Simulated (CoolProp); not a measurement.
A single-stage vapour-compression cycle with R365MFC: evaporating at 294.15 K (dew point), condensing at 326.15 K (bubble point), superheat 0 K, subcooling 5 K, compressor efficiency 0.9, no pressure losses. Each further row changes one setting.

Values from CoolProp's reference Helmholtz-energy equation of state, Lemmon 2016.

```
case                              cooling COP  pressure ratio  discharge temperature (K)  refrigerating effect (kJ/kg)  volumetric capacity (kJ/m³)
--------------------------------  -----------  --------------  -------------------------  ----------------------------  ---------------------------
as stated                                7.47            3.26                      326.1                           159                          477
evaporating temperature 299.15 K         9.22            2.66                      326.1                           164                          595
condensing temperature 321.15 K          9.08            2.76                      321.1                           166                          499
subcooling 10 K                          7.80            3.26                      326.1                           166                          499
superheat 10 K                           7.58            3.26                      328.7                           169                          489
compressor efficiency 0.8                6.64            3.26                      326.1                           159                          477
```

The compression ends wet for: as stated; evaporating temperature 299.15 K; condensing temperature 321.15 K; subcooling 10 K; compressor efficiency 0.8.
